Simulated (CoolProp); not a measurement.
Vapour-liquid equilibrium of R125 (1) + propylene (2) at 301.6 K; x and y are mole fractions of (1).

Computed with CoolProp (multi-fluid Helmholtz-energy mixture model, Lemmon 2005 and Lemmon 2013; pair parameters Bell 2016).

```csv
x,"bubble pressure, mixture model (kPa)","bubble pressure, Raoult's law (kPa)","y, mixture model","y, Raoult's law"
0.05,1351,1269,0.098,0.059
0.15,1494,1294,0.239,0.175
0.25,1592,1320,0.340,0.286
0.35,1659,1345,0.421,0.392
0.45,1700,1370,0.494,0.495
0.55,1721,1395,0.564,0.594
0.65,1720,1420,0.637,0.690
0.75,1697,1445,0.717,0.783
0.85,1646,1470,0.812,0.872
0.95,1563,1495,0.929,0.958
```

The largest gap from Raoult's law is +24.1 % in bubble pressure, at x = 0.45. y crosses x between x = 0.55 and 0.65: the model has an azeotrope there.

Pair parameters are fitted to limited data, so mixtures are less certain than the pure fluids.
